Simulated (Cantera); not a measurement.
Feed: 1 mol Al₂O₃, 0.68 mol O₂, at 1825 K and 29000 Pa.

These are equilibrium values from Cantera (NASA tables, ideal gas, pure condensed phases), not measurements of a reactor. Candidate condensed phases: Al, Al₂O₃; 9 gas species. Rates play no part.

Base state: O₂ 1.000, O 0.000285 (mole fractions); condensed: Al₂O₃(s).

Problem. What changes in the equilibrium state with this change: Al₂O₃ replaced by SiO₂?

Solution. 
| species | before | after |
|---|---|---|
| O₂ | 1.000 | 1.000 |
| O | 0.000285 | 0.000285 |
| Al₂O₃(s), mol | 1.00 | 0 |
| SiO₂(condensed), mol | 0 | 1.00 |
The tables hold silica as quartz up to 1696 K and as liquid above; real silica turns to tridymite and cristobalite and melts near 1996 K. Further candidate phases: Si, SiO₂.

Problem. What changes in the equilibrium state with this change: temperature from 1825 K to 2550 K?

Solution. 
| species | before | after |
|---|---|---|
| O₂ | 1.000 | 0.966 |
| O | 0.000285 | 0.0337 |
| Al₂O₃(s), mol | 1.00 | 0 |
| Al₂O₃(l), mol | 0 | 1.00 |
